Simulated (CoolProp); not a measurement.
Nitrous oxide at 299.31 K and 9.54 MPa is throttled through a valve to 1.45 MPa with no heat exchange. Each further row changes one setting.

The numbers come from the reference Helmholtz-energy equation of state, Lemmon 2006 in CoolProp. It is a short technical equation, of lower accuracy than the large ones.

```csv
case,temperature change (K),final phase,final density (kg/m³)
as stated,(withheld),"two-phase, vapour fraction 0.380",(withheld)
outlet pressure 0.435 MPa,(withheld),(withheld),(withheld)
outlet pressure 1.89 MPa,(withheld),"two-phase, vapour fraction 0.340",(withheld)
```

**Question.** Some entries are withheld; supply them.

**Answer.** 
- as stated, temperature change (K): -53.2
- as stated, final density (kg/m³): 93.2
- outlet pressure 0.435 MPa, temperature change (K): -85.9
- outlet pressure 0.435 MPa, final phase: two-phase, vapour fraction 0.501
- outlet pressure 0.435 MPa, final density (kg/m³): 23.0
- outlet pressure 1.89 MPa, temperature change (K): -44.5
- outlet pressure 1.89 MPa, final density (kg/m³): 132
